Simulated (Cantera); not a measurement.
Feed: 1 mol Al, 0.3 mol O2, 97 mol H2, at 29.0 Pa.

These are equilibrium values from Cantera (NASA tables, ideal gas, pure condensed phases), not measurements of a reactor. Candidate condensed phases: Al, Al2O3, H2O; 19 gas species. Mutual solubility and eutectic melting of coexisting phases are not modelled. Rates play no part.

Which condensed phases are stable at each of these points (T (°C)): 352, 502, 652, 802, 952, 1102, 1252?


```json
[
 {"T (°C)": "352", "condensed phases": "Al(s) + Al2O3(s)", "Al condensed (%)": "100.0"},
 {"T (°C)": "502", "condensed phases": "Al(s) + Al2O3(s)", "Al condensed (%)": "100.0"},
 {"T (°C)": "652", "condensed phases": "Al(s) + Al2O3(s)", "Al condensed (%)": "100.0"},
 {"T (°C)": "802", "condensed phases": "Al(l) + Al2O3(s)", "Al condensed (%)": "100.0"},
 {"T (°C)": "952", "condensed phases": "Al(l) + Al2O3(s)", "Al condensed (%)": "97.5"},
 {"T (°C)": "1102", "condensed phases": "Al2O3(s)", "Al condensed (%)": "29.8"},
 {"T (°C)": "1252", "condensed phases": "Al2O3(s)", "Al condensed (%)": "31.4"}
]
```

From 352 °C to 652 °C the condensed part is Al(s) + Al2O3(s). From 802 °C to 952 °C the condensed part is Al(l) + Al2O3(s). From 1102 °C to 1252 °C the condensed part is Al2O3(s).
